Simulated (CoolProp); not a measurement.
R236EA along the isotherm 138.85 °C: density (kg/m³) from the reference equation and from simpler models built on Tc = 139.3 °C, pc = 3.414 MPa, ω = 0.368; each cubic takes its own stable root.

Model: reference Helmholtz-energy equation of state, Rui 2013, in CoolProp.

```tsv
p (MPa)	phase	reference
0.341	gas	15.69
0.683	gas	32.68
1.02	gas	50.94
1.37	gas	71.90
1.71	gas	94.82
2.05	gas	121.2
2.39	gas	152.9
2.73	gas	193.4
3.07	gas	253.4
3.76	liquid	843.5
4.1	liquid	883.0
4.44	liquid	909.9
4.78	liquid	930.7
5.12	liquid	947.8
```

How far does each simpler model (van der Waals, Peng-Robinson) lie from the reference over these 14 states: mean and median of the absolute difference, and the worst?


- van der Waals: mean 13.9 %, median 5.9 %, worst -33.6 % at 138.85 °C and 3.76 MPa
- Peng-Robinson: mean 4.6 %, median 2.4 %, worst -13.2 % at 138.85 °C and 3.76 MPa
